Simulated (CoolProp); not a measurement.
A simple Rankine cycle with R11: condensing at 333.15 K, boiler at 2.21 MPa, turbine inlet 430.7 K, turbine efficiency 0.75, pump efficiency 0.7, no recuperator. Each further row changes one setting.

Computed with CoolProp (reference Helmholtz-energy equation of state, Jacobsen 1992).

| case | thermal efficiency (%) | net work (kJ/kg) | heat in (kJ/kg) | turbine exit temperature (K) | volume ratio over the turbine |
|---|---|---|---|---|---|
| as stated | 12.7 | 26.1 | 205 | 351.9 | 7.71 |
| turbine inlet 450.7 K | 13.0 | 28.9 | (withheld) | (withheld) | (withheld) |
| condensing temperature 325.15 K | 13.8 | 29.2 | 213 | 345.4 | 9.58 |
| boiler pressure 1.55 MPa | (withheld) | (withheld) | 216 | 372.2 | (withheld) |
| turbine efficiency 0.65 | 10.9 | (withheld) | 205 | 357.6 | (withheld) |

### Question
Fill in the missing entries.

### Answer

- turbine inlet 450.7 K, heat in (kJ/kg): 223
- turbine inlet 450.7 K, turbine exit temperature (K): 374.8
- turbine inlet 450.7 K, volume ratio over the turbine: 7.32
- boiler pressure 1.55 MPa, thermal efficiency (%): 11.1
- boiler pressure 1.55 MPa, net work (kJ/kg): 24.0
- boiler pressure 1.55 MPa, volume ratio over the turbine: 4.98
- turbine efficiency 0.65, net work (kJ/kg): 22.4
- turbine efficiency 0.65, volume ratio over the turbine: 7.87
